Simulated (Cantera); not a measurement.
What does this Cantera script print?

```python
import numpy as np
import cantera as ct

gas_names = [...]  # 123 gases of nasa_gas.yaml made of C, H, O, Si
cond_names = """
    C(gr) C6H6(L) C7H8(L) C8H18(L),n-octa H2O(s) H2O(L) Si(cr) Si(L) SiC(b) SiO2(Lqz) SiO2(hqz) SiO2(L)
""".split()


# ... load() reads the species with a 1 bar reference pressure and builds the phases ...
atoms = {
    'Si': {'Si': 1},
    'CO2': {'C': 1, 'O': 2},
    'H2': {'H': 2},
}
top_T = {'C(gr)': 4500, 'SiC(b)': 3050}  # K; cautious upper limits of use, not melting points


# ... equilibrate(T, P, feed) seeds the gas with the atoms and calls Mixture.equilibrate('TP', solver="vcs", rtol=1e-11, max_steps=5000) ...
results = []
feed = {'Si': 1, 'CO2': 4.2, 'H2': 1.6}  # mol
T = 2025  # K
P = 100000  # Pa
mix = equilibrate(T, P, feed)
results.append((T, P, feed, dict(zip(mix.species_names, mix.species_moles))))
x = sorted(zip(gas.X, gas.species_names), reverse=True)
print(f"T = {T:g} K  P = {P:g} Pa  gas = {mix.phase_moles(0):.4g} mol")
print("   x: " + "  ".join(f"{s} {v:.3e}" for v, s in x if v > 1e-05))
print("   condensed (mol): " + ("  ".join(f"{mix.phase(i).name} {mix.phase_moles(i):.4g}"
      for i in range(1, mix.n_phases) if mix.phase_moles(i) > 1e-12) or "none"))
```

Output:

```
T = 2025 K  P = 100000 Pa  gas = 5.802 mol
   x: CO 5.220e-01  CO2 2.018e-01  H2O 1.773e-01  H2 9.810e-02  H 6.028e-04  OH 1.139e-04  SiO 5.858e-05
   condensed (mol): SiO2(L) 0.9997
```

Method: chemical equilibrium by Gibbs-energy minimisation in Cantera with the NASA 1993 tables (ideal gas, pure condensed phases). The tables hold silica as quartz up to 1696 K and as liquid above; real silica turns to tridymite and cristobalite and melts near 1996 K. Gases not in the tables: Si(OH)4.
